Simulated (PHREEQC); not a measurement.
Consider water at 20 °C with 0.00068 mol Ag2SO4 per kg of water. Closed to the air; pH follows from the charge balance.

All values are PHREEQC results (ion-association model, wateq4f.dat), not measurements.

The pH is 7.06. The ionic strength is 0.00201 mol/kgw.

| species | molality | activity | log γ |
|---|---|---|---|
| Ag+ | 0.00135 | 0.00128 | -0.021 |
| SO4-2 | 0.000666 | 0.000548 | -0.085 |
| AgSO4- | 1.38e-5 | 1.31e-5 | -0.021 |
| H+ | 9.17e-8 | 8.76e-8 | -0.020 |
| OH- | 8.15e-8 | 7.75e-8 | -0.022 |
| AgOH | 1.46e-8 | 1.46e-8 | 0.000 |
| HSO4- | 4.41e-9 | 4.19e-9 | -0.021 |

This is a speciation only: nothing precipitates in the calculation.
